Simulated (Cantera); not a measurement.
Input: 1 mol C₂H₄, 2.9 mol CO₂, 0.45 mol N₂, equilibrated at 2948 K and 35300 Torr.

Method: chemical equilibrium by Gibbs-energy minimisation in Cantera with the NASA 1993 tables (ideal gas, pure condensed phases). Candidate condensed phases: C, C₆H₆, C₇H₈, C₈H₁₈, H₂O; 136 gas species. The ideal-gas law is rough above about 30 bar. The numbers say what is thermodynamically allowed, not how fast it happens.

Base state: CO 0.625, H₂ 0.184, H₂O 0.0822, N₂ 0.0609, CO₂ 0.0383, H 0.00839, OH 0.00120, NO 6.65e-5 (mole fractions); condensed: gas only.

Q: What changes in the equilibrium state with this change: temperature from 2948 K to 1425 K?

A: 
```
species   before    after
-------  -------  -------
CO         0.625    0.598
H₂         0.184    0.212
CO₂       0.0383   0.0696
H₂O       0.0822   0.0561
N₂        0.0609   0.0615
OH       0.00120  2.65e-9
NO       6.65e-5    <1e-9
O        3.37e-5    <1e-9
CH₄      8.25e-8  0.00257
```

Q: What changes in the equilibrium state with this change: temperature from 2948 K to 1650 K?

A: 
```tsv
species	before	after
CO	0.625	0.608
H₂	0.184	0.208
H₂O	0.0822	0.0642
CO₂	0.0383	0.0585
N₂	0.0609	0.0612
NO	6.65e-5	<1e-9
O	3.37e-5	<1e-9
OH	0.00120	8.43e-8
```

Q: What changes in the equilibrium state with this change: 0.59 mol H₂S added?

A: 
```
species  before     after
-------  ------  --------
CO        0.625     0.566
H₂        0.184     0.210
H₂O      0.0822    0.0740
H₂S           0    0.0172
SH            0    0.0157
S₂            0    0.0135
CO₂      0.0383    0.0273
N₂       0.0609    0.0546
SO            0   0.00451
S             0   0.00367
COS           0   0.00196
SO₂           0   0.00118
S₂O           0  0.000147
```
Further candidate phases: H₂SO₄, S.
